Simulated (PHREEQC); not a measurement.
Dissolve 0.3 mol AgF and 0.062 mol HNO3 per kg of water at 90 °C. It is in equilibrium with CO2 at log p = 0 (atm). Otherwise closed; pH follows from the charge balance.

Computed with PHREEQC (ion-association model, wateq4f.dat).

No solid was allowed to form.

### Question
Order these Ag species by the share of Ag that they hold, largest first: AgNO3, AgF, Ag+.

### Answer
Ag+ (92 %), AgF (7.2 %), AgNO3 (1.1 %)

The pH is 4.27 and the ionic strength 0.275 mol/kgw. Complexes and solids missing from the database can't appear. Away from 25 °C the constants follow the database's enthalpies or fits; those with neither stay at their 25 °C values.
